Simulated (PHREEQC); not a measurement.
A solution holds 0.094 mol/kgw Ni(NO3)2 and 0.021 mol/kgw NaCl, at 28 °C. Closed to the air; pH follows from the charge balance.

Model: ion-association model, wateq4f.dat, run in PHREEQC.

No solid was allowed to form.

Q: Order these Cl species by the share of Cl that they hold, largest first: NiCl2, NiCl+, Cl-.

A: Cl- (94 %), NiCl+ (5.8 %), NiCl2 (0.39 %)

The pH is 5.66 and the ionic strength 0.300 mol/kgw. Complexes and solids missing from the database can't appear.
